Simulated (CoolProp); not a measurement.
Vapour-liquid equilibrium of dimethyl ether (1) + n-hexane (2) at 0.00828 MPa; x and y are mole fractions of (1).

Computed with CoolProp (multi-fluid Helmholtz-energy mixture model, Wu 2011 and Thol 2019; pair parameters Bell 2016).

| x | bubble temperature, mixture model (K) | bubble temperature, Raoult's law (K) | y, mixture model | y, Raoult's law |
|---|---|---|---|---|
| 0.05 | 244.9 | 253.9 | 0.876 | 0.775 |
| 0.125 | 227.2 | 237.6 | 0.970 | 0.933 |
| 0.2 | 219.4 | 229.0 | 0.986 | 0.969 |
| 0.275 | 214.9 | 223.4 | 0.991 | 0.982 |
| 0.35 | 212.0 | 219.2 | 0.994 | 0.989 |
| 0.425 | 210.1 | 216.0 | 0.995 | 0.993 |
| 0.5 | 208.8 | 213.4 | 0.996 | 0.995 |
| 0.575 | 207.8 | 211.2 | 0.997 | 0.997 |
| 0.65 | 206.9 | 209.3 | 0.997 | 0.998 |
| 0.725 | 206.1 | 207.6 | 0.998 | 0.998 |
| 0.8 | 205.4 | 206.2 | 0.998 | 0.999 |
| 0.875 | 204.5 | 204.8 | 0.999 | 0.999 |
| 0.95 | 203.6 | 203.7 | 0.999 | 1.000 |

The largest gap from Raoult's law is -10.4 K in bubble temperature, at x = 0.125. No azeotrope shows between x = 0.05 and 0.95.

The pair parameters rest on a limited set of measurements; away from them the model extrapolates.
